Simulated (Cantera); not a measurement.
Feed: 1 mol CS2, 0.045 mol O2, 1.1 mol H2, held at 3273.15 K and 0.825 Torr.

Equilibrium computed with Cantera from the NASA thermochemical tables; the gas is ideal and each condensed phase is pure. Candidate condensed phases: C, C6H6, C7H8, C8H18, H2O, H2SO4, S; 123 gas species. Equilibrium is a limit: real reactors are often held back by kinetics, nucleation or transport.

Base state: H 0.501, S 0.266, CS 0.193, CO 0.0207, C 0.0149, H2 0.00238, C2 0.000387, SH 0.000324 (mole fractions); condensed: gas only.

Task: What changes in the equilibrium state with this change: pressure from 0.825 Torr to 7.50 Torr?

Result: 
```csv
species,before,after
H,0.501,0.482
S,0.266,0.254
CS,0.193,0.215
H2,0.00238,0.0200
C,0.0149,0.00190
CO,0.0207,0.0215
CS2,2.62e-5,0.000253
SH,0.000324,0.00271
S2,0.000281,0.00234
C2,0.000387,5.74e-5
C3,0.000108,1.85e-5
```
